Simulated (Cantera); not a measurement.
# Reactions in the system H-O-V

Standard-state values (1 bar) from the NASA 1993 polynomials, evaluated with Cantera. Values are per mole of reaction as written; species without (g) are pure solids or liquids, kept so even where they would boil at 1 bar. VO: taken at fixed stoichiometry.

2 VO2(g) + 2 H(g) → 2 VO + H2O2(g)

```
T (K)  ΔH° (kJ)  ΔS° (J/K)  ΔG° (kJ)  log10 K
-----  --------  ---------  --------  -------
2325     -783.9     -336.5      -1.6     0.04
2375     -781.7     -335.5      15.2    -0.33
2425     -779.5     -334.6      31.9    -0.69
2475     -777.2     -333.7      48.6    -1.03
2525     -774.9     -332.8      65.3    -1.35
2575     -772.7     -331.9      81.9    -1.66
2625     -770.4     -331.0      98.5    -1.96
```

H2(g) + VO2(g) → H2O(g) + VO

```json
[
 {"T (K)": "2325", "ΔH° (kJ)": "-345.2", "ΔS° (J/K)": "-109.6", "ΔG° (kJ)": "-90.3", "log10 K": "2.03"},
 {"T (K)": "2375", "ΔH° (kJ)": "-344.0", "ΔS° (J/K)": "-109.1", "ΔG° (kJ)": "-84.8", "log10 K": "1.87"},
 {"T (K)": "2425", "ΔH° (kJ)": "-342.8", "ΔS° (J/K)": "-108.6", "ΔG° (kJ)": "-79.4", "log10 K": "1.71"},
 {"T (K)": "2475", "ΔH° (kJ)": "-341.6", "ΔS° (J/K)": "-108.1", "ΔG° (kJ)": "-73.9", "log10 K": "1.56"},
 {"T (K)": "2525", "ΔH° (kJ)": "-340.4", "ΔS° (J/K)": "-107.7", "ΔG° (kJ)": "-68.5", "log10 K": "1.42"},
 {"T (K)": "2575", "ΔH° (kJ)": "-339.2", "ΔS° (J/K)": "-107.2", "ΔG° (kJ)": "-63.2", "log10 K": "1.28"},
 {"T (K)": "2625", "ΔH° (kJ)": "-338.0", "ΔS° (J/K)": "-106.7", "ΔG° (kJ)": "-57.8", "log10 K": "1.15"}
]
```
